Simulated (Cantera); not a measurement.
Mixture: CO : H2 : O2 : N2 = 1 : 0.61 : 0.714 : 2.69 (molar parts), equivalence ratio 1.1, at 760 Torr, adiabatic and at constant pressure. Ignition delay is the time to a rise of 400 K.

Detailed kinetics in Cantera: GRI-Mech 3.0 (53 species, 325 reactions). Where the delays flatten at high temperature, the 400 K rule measures the pace of heat release, not the induction time.

### Question
Predict: delay at 1323 K; delay at 1398 K; delay at 1473 K; delay at 1548 K; delay at 1623 K; delay at 1698 K; delay at 1773 K.

### Answer
```json
{
 "delay at 1323 K": "40.6 µs",
 "delay at 1398 K": "34.2 µs",
 "delay at 1473 K": "30.5 µs",
 "delay at 1548 K": "28.6 µs",
 "delay at 1623 K": "28.1 µs",
 "delay at 1698 K": "28.7 µs",
 "delay at 1773 K": "30.2 µs"
}
```
